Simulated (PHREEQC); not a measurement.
Dissolve 0.011 mol HCl, 0.00285 mol ZnSO4 and 0.0395 mol CuCl2 per kg of water at 90 °C. Closed to the air; pH follows from the charge balance.

The numbers come from PHREEQC with the ion-association model, phreeqc.dat.

No solid was allowed to form.

Problem. Estimate the pH.

Solution. pH 2.11.

Problem. In which forms is Cl present?

Solution. Cl- 77 %, CuCl+ 20 %, CuCl2 1.5 %, ZnCl+ 1.2 % of the Cl.

At this temperature some constants are extrapolated from 25 °C, and those without enthalpy data are left unchanged.
